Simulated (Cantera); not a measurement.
A perfectly stirred reactor is fed with 13.9 % CO, 7.80 % H₂, 16.4 % O₂, 61.8 % N₂, at 2.37 atm; it is adiabatic with a 425 K inlet, and is followed from long to short residence time, starting on the burning branch (τ in s: 0.18, 0.083, 0.037, 0.017, 0.0076, 0.0034, 0.0015, 0.00069, 0.00031, 0.00014, 6.3e-05).

Model: GRI-Mech 3.0 (53 species, 325 reactions), integrated in Cantera. The hydrogen kinetics of GRI-Mech 3.0 are dated; newer H2 mechanisms differ, most at raised pressure.

x: mole fraction; the columns are a selection and need not sum to one.

| τ (s) | T (K) | x CO | x H₂ | x O₂ | x N₂O | x NO |
|---|---|---|---|---|---|---|
| 0.18 | 2124 | 0.00168 | … | 0.0618 | 4.63e-7 | 0.00173 |
| 0.083 | 2122 | 0.00195 | … | 0.0622 | 5.06e-7 | 0.00102 |
| 0.037 | 2117 | 0.00253 | … | 0.0626 | 5.90e-7 | 0.000595 |
| 0.017 | 2107 | 0.00356 | … | 0.0631 | 7.14e-7 | 0.000374 |
| 0.0076 | 2089 | 0.00539 | … | 0.0638 | 8.57e-7 | 0.000242 |
| 0.0034 | 2060 | 0.00830 | … | 0.0649 | 9.36e-7 | 0.000156 |
| 0.0015 | 2015 | 0.0126 | … | 0.0666 | 9.13e-7 | 9.73e-5 |
| 0.00069 | 1956 | 0.0182 | … | 0.0688 | 8.23e-7 | 6.35e-5 |
| 0.00031 | 1875 | 0.0257 | … | 0.0720 | 7.10e-7 | 4.56e-5 |
| 0.00014 | 1767 | 0.0359 | … | 0.0767 | 6.02e-7 | 3.50e-5 |
| 6.3e-5 | 1608 | 0.0536 | … | 0.0857 | 4.96e-7 | 2.10e-5 |

Some entries are withheld; supply them.


- 0.18, x H₂: 0.000182
- 0.083, x H₂: 0.000209
- 0.037, x H₂: 0.000265
- 0.017, x H₂: 0.000369
- 0.0076, x H₂: 0.000558
- 0.0034, x H₂: 0.000868
- 0.0015, x H₂: 0.00134
- 0.00069, x H₂: 0.00198
- 0.00031, x H₂: 0.00282
- 0.00014, x H₂: 0.00384
- 6.3e-5, x H₂: 0.00522
